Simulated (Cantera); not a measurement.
Input: 1 mol Si₂H₆, 0.12 mol H₂O, 0.13 mol H₂, equilibrated at 1600 °C and 0.133 bar.

Equilibrium computed with Cantera from the NASA thermochemical tables; the gas is ideal and each condensed phase is pure. Candidate condensed phases: H₂O, Si, SiO₂; 18 gas species. The feed counts by its element totals alone. Gases not in the tables: Si₂H₆ and higher silanes. Rates play no part.

Base state: H₂ 0.963, SiO 0.0356, H 0.00174, Si 6.63e-5, SiH₂ 4.73e-5, SiH 2.21e-5 (mole fractions); condensed: Si(l).

Task: What changes in the equilibrium state with this change: temperature from 1600 °C to 1752 °C?

Result: 
```tsv
species	before	after
H₂	0.963	0.959
SiO	0.0356	0.0355
H	0.00174	0.00516
Si	6.63e-5	0.000437
SiH	2.21e-5	9.99e-5
SiH₂	4.73e-5	0.000117
Si(l), mol	1.88	1.88
```

Task: What changes in the equilibrium state with this change: pressure from 0.133 bar to 6.10 Pa?

Result: 
```json
[
 {"species": "H₂", "before": "0.963", "after": "0.752"},
 {"species": "Si", "before": "6.63e-5", "after": "0.145"},
 {"species": "H", "before": "0.00174", "after": "0.0717"},
 {"species": "SiO", "before": "0.0356", "after": "0.0291"},
 {"species": "Si₃", "before": "1.13e-7", "after": "0.000247"},
 {"species": "Si₂", "before": "4.95e-7", "after": "0.00108"},
 {"species": "SiH", "before": "2.21e-5", "after": "0.000914"},
 {"species": "SiH₂", "before": "4.73e-5", "after": "3.69e-5"},
 {"species": "Si(l), mol", "before": "1.88", "after": "1.27"}
]
```
